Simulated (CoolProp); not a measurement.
Vapour-liquid equilibrium of ethylene (1) + propylene (2) at 30.4 kPa; x and y are mole fractions of (1).

Model: multi-fluid Helmholtz-energy mixture model, Smukala 2000 and Lemmon 2013; pair parameters Bell 2016, in CoolProp.

| x | bubble temperature (°C) | y at the bubble point | dew temperature at overall composition x (°C) | liquid density (mol/L) |
|---|---|---|---|---|
| 0.05 | -82.4 | 0.531 | -71.8 | 15.65 |
| 0.125 | -93.4 | 0.802 | -73.1 | 16.23 |
| 0.2 | -100.3 | 0.894 | -74.6 | 16.71 |
| 0.275 | -104.9 | 0.936 | -76.1 | 17.14 |
| 0.35 | -108.4 | 0.958 | -77.7 | 17.55 |
| 0.425 | -111.1 | 0.971 | -79.5 | 17.95 |
| 0.5 | -113.2 | 0.979 | -81.5 | 18.35 |
| 0.575 | -115.0 | 0.985 | -83.8 | 18.75 |
| 0.65 | -116.5 | 0.989 | -86.4 | 19.15 |
| 0.725 | -117.8 | 0.992 | -89.5 | 19.56 |
| 0.8 | -119.0 | 0.995 | -93.3 | 19.97 |
| 0.875 | -120.1 | 0.997 | -98.5 | 20.40 |
| 0.95 | -121.1 | 0.999 | -107.1 | 20.83 |

No azeotrope shows between x = 0.05 and 0.95.

Pair parameters are fitted to limited data, so mixtures are less certain than the pure fluids.
